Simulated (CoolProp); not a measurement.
Properties of n-decane along the isotherm 620 K (Tc = 617.7 K, pc = 2.101 MPa, ω = 0.488).

Values from CoolProp's reference Helmholtz-energy equation of state, Lemmon 2006. It is a short technical equation, of lower accuracy than the large ones.

```tsv
p (MPa)	phase	Z	expansivity (1/kK)	conductivity (mW/(m K))
0.328	gas	0.9430	2.017	40.6
0.657	gas	0.8805	2.603	40.4
0.985	gas	0.8107	3.510	40.5
1.31	gas	0.7310	5.076	41.3
1.64	gas	0.6319	8.531	43.7
1.97	gas	0.4905	22.18	51.3
2.3	supercritical	0.1960	28.14	72.3
2.63	supercritical	0.2016	11.38	72.2
2.96	supercritical	0.2162	7.977	73.0
3.28	supercritical	0.2322	6.434	73.7
3.61	supercritical	0.2493	5.479	74.4
3.94	supercritical	0.2668	4.835	75.1
4.27	supercritical	0.2843	4.365	75.6
4.6	supercritical	0.3019	4.004	76.2
4.93	supercritical	0.3195	3.717	76.7
5.25	supercritical	0.3365	3.487	77.2
```

Thermal conductivity comes from a separate model (Huber 2005).
